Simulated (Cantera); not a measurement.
Input: 1 mol FeS, 1.8 mol SO3, a varied amount of H2O, equilibrated at 1848.15 K and 1.10 bar.

Cantera equilibrium calculation (NASA polynomials, part measured and part estimated; ideal gas, pure solids and liquids). Candidate condensed phases: Fe, FeO, Fe(OH)2, Fe(OH)3, FeS, FeSO4, FeS2, Fe2O3, Fe2(SO4)3, Fe3O4, H2O, H2SO4, S; 22 gas species. The tables' stoichiometric FeO is somewhat more stable than real wüstite, so its field is too wide. FeO: taken at fixed stoichiometry. Equilibrium is a limit: real reactors are often held back by kinetics, nucleation or transport.

log p: log10 of the partial pressure in bar; n: condensed amount in mol.

| n(H2O) (mol) | log p SO2 | log p H2O | log p S2 | log p H2 | log p SO | n FeO(l) |
|---|---|---|---|---|---|---|
| 0.068 | -0.04 | -1.59 | -0.95 | -2.68 | -1.53 | 1.000 |
| 0.13 | -0.05 | (withheld) | -0.96 | (withheld) | -1.54 | 1.000 |
| 0.25 | -0.06 | -1.05 | -0.99 | -2.14 | -1.55 | 1.000 |
| 0.48 | -0.10 | -0.80 | -1.04 | -1.89 | -1.58 | 1.000 |
| 0.92 | -0.15 | (withheld) | (withheld) | (withheld) | -1.63 | 1.000 |
| 1.8 | -0.25 | -0.38 | -1.28 | -1.46 | -1.71 | 1.000 |
| 3.4 | -0.37 | -0.25 | -1.51 | -1.31 | -1.84 | 0.999 |
| 6.4 | -0.53 | -0.15 | -1.89 | -1.23 | -2.01 | 0.999 |

Question: Some entries are withheld; supply them.

Answer: 
- 0.92, log p H2O: -0.58
- 0.92, log p S2: -1.13
- 0.92, log p H2: -1.66
- 0.13, log p H2O: -1.32
- 0.13, log p H2: -2.41
